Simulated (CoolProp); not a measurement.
A closed Brayton cycle with carbon dioxide: compressor inlet 310.15 K and 9.9 MPa, high pressure 21.6 MPa, turbine inlet 910 K, compressor efficiency 0.85, turbine efficiency 0.9, recuperator effectiveness 0.9 (on enthalpy, no pinch check). Each further row changes one setting.

Model: reference Helmholtz-energy equation of state, Span 1996, in CoolProp.

```tsv
case	thermal efficiency (%)	net work (kJ/kg)	compressor to turbine work	compressor exit (K)	turbine exit (K)
as stated	(withheld)	97.2	0.16	331.9	809.6
turbine inlet 860 K	33.5	(withheld)	0.17	331.9	(withheld)
compressor inlet 320.15 K	33.7	89.4	0.23	363.4	809.6
high pressure 18.4 MPa	(withheld)	79.4	(withheld)	326.9	829.7
recuperator effectiveness 0.5	18.6	97.2	0.16	331.9	809.6
```

**Question.** Some entries are withheld; supply them.

**Answer.** 
- as stated, thermal efficiency (%): 34.5
- turbine inlet 860 K, net work (kJ/kg): 90.2
- turbine inlet 860 K, turbine exit (K): 763.1
- high pressure 18.4 MPa, thermal efficiency (%): 31.7
- high pressure 18.4 MPa, compressor to turbine work: 0.15
